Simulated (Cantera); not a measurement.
An isothermal, constant-pressure homogeneous reactor starts with C3H8 : H2 = 1 : 1.2 (molar parts), at 1925 K and 13300 Pa.

Model: GRI-Mech 3.0 (53 species, 325 reactions), integrated in Cantera. GRI-Mech 3.0 was tuned for natural gas; its chemistry of propane as a main component is partial and can be far from experiment. GRI-Mech 3.0 stops at C3 and has no aromatics, soot or wall deposition, so with more carbon than oxygen in the feed, carbon stays in small species such as C2H2 where larger ones or solid carbon would form.

x: mole fraction; the columns are a selection and need not sum to one.

| t (s) | x C3H8 | x H2 | x CH4 | x CH2 | x C2H | x CH3 | x H |
|---|---|---|---|---|---|---|---|
| 0.000300 | 3.28e-7 | 0.575 | 0.160 | 9.57e-6 | ___ | 0.00700 | 0.00131 |
| 0.000976 | 1.53e-7 | 0.607 | 0.125 | 8.25e-6 | ___ | 0.00558 | 0.00140 |
| 0.00318 | 3.25e-8 | 0.652 | 0.0708 | 6.29e-6 | ___ | 0.00344 | 0.00162 |
| 0.0103 | 2.22e-9 | 0.688 | 0.0268 | 3.73e-6 | ___ | 0.00146 | 0.00190 |
| 0.0337 | 6.74e-11 | 0.703 | 0.00767 | 1.55e-6 | 1.24e-5 | 0.000462 | 0.00213 |
| 0.110 | 3.10e-12 | 0.708 | 0.00227 | 5.28e-7 | 1.29e-5 | 0.000141 | 0.00221 |
| 0.357 | <1e-12 | 0.709 | 0.00111 | 2.67e-7 | 1.29e-5 | 6.91e-5 | 0.00222 |
| 1.16 | <1e-12 | 0.709 | 0.00104 | 2.49e-7 | 1.29e-5 | 6.45e-5 | 0.00222 |
| 3.78 | <1e-12 | 0.709 | 0.00104 | 2.49e-7 | 1.29e-5 | 6.45e-5 | 0.00222 |
| 12.3 | <1e-12 | 0.709 | 0.00104 | 2.49e-7 | 1.29e-5 | 6.45e-5 | 0.00222 |
| 40.0 | <1e-12 | 0.709 | 0.00104 | 2.49e-7 | 1.29e-5 | 6.45e-5 | 0.00222 |

### Question
Fill in the missing entries.

### Answer

- 0.000300, x C2H: 7.84e-6
- 0.000976, x C2H: 8.53e-6
- 0.00318, x C2H: 9.63e-6
- 0.0103, x C2H: 1.11e-5
